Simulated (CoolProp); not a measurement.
20 sccm (0 °C, 1 atm) of nitrogen bubbles through liquid methanol at 310.4 K and leaves saturated at a total pressure of 0.15 MPa (ideal gas phase). Each further row changes one setting.

Model: reference Helmholtz-energy equation of state, de Reuck 1993, in CoolProp.

```
case                      vapour pressure (kPa)  mole fraction of vapour  delivery (mg/min)  delivery (sccm)  change of delivery for a bath 1 K warmer (%)
------------------------  ---------------------  -----------------------  -----------------  ---------------  --------------------------------------------
as stated                                  31.2                      ___                ___             5.25                                           6.2
bath temperature 315.4 K                    ___                      ___                ___             7.13                                           ___
total pressure 0.3 MPa                     31.2                    0.104                ___             2.32                                           ___
```

Some entries are withheld; supply them.


- as stated, mole fraction of vapour: 0.208
- as stated, delivery (mg/min): 7.51
- bath temperature 315.4 K, vapour pressure (kPa): 39.4
- bath temperature 315.4 K, mole fraction of vapour: 0.263
- bath temperature 315.4 K, delivery (mg/min): 10.2
- bath temperature 315.4 K, change of delivery for a bath 1 K warmer (%): 6.4
- total pressure 0.3 MPa, delivery (mg/min): 3.32
- total pressure 0.3 MPa, change of delivery for a bath 1 K warmer (%): 5.4
